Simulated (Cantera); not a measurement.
Feed: 1 mol Fe3O4, 410 mol H2, at 973 K and 0.120 bar.

Cantera equilibrium calculation (NASA polynomials, part measured and part estimated; ideal gas, pure solids and liquids). Candidate condensed phases: Fe, FeO, Fe(OH)2, Fe(OH)3, Fe2O3, Fe3O4, H2O; 12 gas species. The numbers say what is thermodynamically allowed, not how fast it happens.

Base state: H2 0.990, H2O 0.00976 (mole fractions); condensed: Fe(α).

What changes in the equilibrium state with this change: temperature from 973 K to 1825 K?


```
species      before     after
----------  -------  --------
H2            0.990     0.989
H2O         0.00976   0.00975
H           3.11e-9   0.00126
Fe            <1e-9  0.000349
Fe(α), mol     3.00         0
Fe(l), mol        0      2.86
```
